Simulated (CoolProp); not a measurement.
Methane along the isotherm 326.7 K: fugacity coefficient from the reference equation and from simpler models built on Tc = 190.6 K, pc = 4.599 MPa, ω = 0.011; each cubic takes its own stable root.

The numbers come from the reference Helmholtz-energy equation of state, Setzmann 1991 in CoolProp.

```csv
p (MPa),phase,reference,van der Waals,Soave-Redlich-Kwong,Peng-Robinson
1.53,gas,0.9817,0.9768,0.9826,0.9759
3.07,gas,0.9640,0.9541,0.9660,0.9530
4.6,supercritical,0.9472,…,0.9505,0.9317
6.13,supercritical,0.9311,0.9112,0.9358,0.9118
7.67,supercritical,0.9158,0.8909,0.9221,0.8932
9.2,supercritical,0.9015,0.8717,0.9094,0.8761
10.7,supercritical,0.8883,0.8540,0.8980,0.8606
12.3,supercritical,0.8751,0.8365,0.8868,0.8455
13.8,supercritical,0.8638,0.8215,0.8773,0.8326
15.3,supercritical,0.8534,0.8079,0.8688,0.8208
16.9,supercritical,0.8432,0.7950,0.8608,0.8095
18.4,supercritical,…,0.7845,0.8541,0.8000
19.9,supercritical,0.8271,0.7754,0.8484,0.7915
21.5,supercritical,0.8199,0.7674,0.8432,0.7835
23,supercritical,…,0.7612,0.8391,0.7768
```

Fill in the missing entries.


- 4.6, van der Waals: 0.9323
- 18.4, reference: 0.8347
- 23, reference: 0.8141
